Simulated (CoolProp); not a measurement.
Model: reference Helmholtz-energy equation of state, Gao 2020, in CoolProp.

Q: For ammonia, give the phase and the isothermal compressibility (1/MPa), viscosity (µPa s) at 435.2 K and 45500 kPa; 649.3 K and 15500 kPa; 212.7 K and 467 kPa.

A: 
- 435.2 K and 45500 kPa: supercritical; isothermal compressibility 0.00563, viscosity 59.7
- 649.3 K and 15500 kPa: supercritical; isothermal compressibility 0.0692, viscosity 24.8
- 212.7 K and 467 kPa: liquid; isothermal compressibility 0.000566, viscosity 395

Viscosity comes from a separate model (Fenghour 1995).
